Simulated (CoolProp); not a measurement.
Saturation properties of nitrous oxide.

Model: reference Helmholtz-energy equation of state, Lemmon 2006, in CoolProp. It is a short technical equation, of lower accuracy than the large ones.

| T (K) | p (bar) | enthalpy of vaporisation (kJ/kg) | surface tension (mN/m) |
|---|---|---|---|
| 204.7 | 2.935 | 350.6 | ___ |
| 207 | 3.267 | 347.7 | ___ |
| 209.3 | 3.628 | 344.7 | 18.2 |
| 211.6 | 4.017 | 341.8 | 17.7 |
| 213.9 | 4.438 | 338.7 | ___ |
| 216.2 | ___ | 335.6 | 16.7 |
| 218.5 | 5.379 | 332.5 | ___ |
| 220.8 | 5.902 | 329.3 | ___ |
| 223.1 | 6.462 | 326.0 | 15.3 |
| 225.4 | 7.061 | 322.7 | 14.8 |
| 227.7 | 7.701 | 319.3 | 14.3 |
| 230 | 8.383 | 315.9 | 13.8 |
| 232.3 | 9.108 | ___ | 13.3 |
| 234.6 | 9.879 | 308.7 | 12.8 |
| 236.9 | 10.70 | ___ | 12.4 |

Q: What belongs in the gaps?

A: 
- 204.7, surface tension (mN/m): 19.2
- 207, surface tension (mN/m): 18.7
- 213.9, surface tension (mN/m): 17.2
- 216.2, p (bar): 4.892
- 218.5, surface tension (mN/m): 16.2
- 220.8, surface tension (mN/m): 15.7
- 232.3, enthalpy of vaporisation (kJ/kg): 312.3
- 236.9, enthalpy of vaporisation (kJ/kg): 305.1

It boils at 184.7 K under 1 atm.

Surface tension comes from a separate correlation (Mulero 2012).
